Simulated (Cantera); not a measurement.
Cantera run, input and output.

```python
import numpy as np
import cantera as ct

gas = ct.Solution("h2o2.yaml")
gas.TPX = 625, 43000, {'H2': 1, 'O2': 0.505, 'N2': 2.12}
flame = ct.FreeFlame(gas, width=0.072)
flame.set_refine_criteria(ratio=3, slope=0.08, curve=0.16)
flame.transport_model = "unity-Lewis-number"
flame.solve(loglevel=0, auto=True)
z, T = flame.grid, flame.T
thick = (T[-1] - T[0]) / np.gradient(T, z).max()
show = ['H2', 'O2', 'H2O', 'H', 'H2O2', 'OH']
print(f"laminar burning velocity  {flame.velocity[0] * 100:.3f} cm/s")
print(f"burnt temperature         {T[-1]:.1f} K")
print(f"thermal thickness         {thick * 1e3:.4f} mm")
print(f"grid points               {len(z)}")
z0 = z[flame.heat_release_rate.argmax()]
print(f"{'z/mm':>9s}{'T/K':>9s}{'u/(m/s)':>9s}" + "".join(f"{s:>11s}" for s in show))
rows = []
for k in (-3, -2, -1.5, -1, -0.5, -0.25, 0, 0.25, 0.5, 1, 2, 4, 8):
    zz = z0 + k * thick
    rows.append([k * thick, np.interp(zz, z, T), np.interp(zz, z, flame.velocity),
                 *(np.interp(zz, z, flame.X[gas.species_index(s)]) for s in show)])
    print(f"{rows[-1][0] * 1e3:9.3f}{rows[-1][1]:9.1f}{rows[-1][2]:9.3f}" + "".join(f"{x:11.3e}" for x in rows[-1][3:]))
```

Result:

```
laminar burning velocity  443.029 cm/s
burnt temperature         2435.1 K
thermal thickness         1.1097 mm
grid points               134
     z/mm      T/K  u/(m/s)         H2         O2        H2O          H       H2O2         OH
   -3.329    625.0    4.430  2.759e-01  1.393e-01  1.994e-09  2.839e-15  1.621e-12  1.836e-16
   -2.219    625.0    4.430  2.759e-01  1.393e-01  5.746e-08  8.806e-13  4.655e-11  5.862e-14
   -1.665    625.0    4.430  2.759e-01  1.393e-01  5.005e-07  2.659e-11  4.051e-10  1.711e-12
   -1.110    625.1    4.431  2.759e-01  1.393e-01  1.296e-05  5.221e-09  1.042e-08  2.521e-10
   -0.555    639.0    4.526  2.743e-01  1.385e-01  1.795e-03  4.746e-05  9.178e-07  6.069e-06
   -0.277    798.6    5.600  2.501e-01  1.272e-01  2.634e-02  4.423e-03  2.008e-06  3.187e-04
    0.000   1216.2    8.313  1.276e-01  7.368e-02  1.313e-01  5.062e-02  2.021e-06  3.717e-03
    0.277   1487.7    9.982  5.162e-02  3.610e-02  1.989e-01  7.231e-02  1.736e-06  9.545e-03
    0.555   1621.1   10.765  4.583e-02  3.000e-02  2.113e-01  6.245e-02  1.102e-06  1.219e-02
    1.110   1771.5   11.622  4.536e-02  2.650e-02  2.213e-01  4.821e-02  5.893e-07  1.455e-02
    2.219   1928.5   12.491  4.331e-02  2.291e-02  2.331e-01  3.469e-02  3.112e-07  1.625e-02
    4.439   2081.9   13.317  3.922e-02  1.918e-02  2.465e-01  2.312e-02  1.815e-07  1.677e-02
    8.877   2220.0   14.040  3.352e-02  1.554e-02  2.606e-01  1.427e-02  1.247e-07  1.593e-02
```

Model: the H2/O2 subset of GRI-Mech 3.0, which has no nitrogen chemistry, integrated in Cantera. Unity Lewis numbers drop preferential diffusion, which matters most where H2 and H carry the flame. Burning velocities carry a grid error of a few per cent, more on coarse grids.
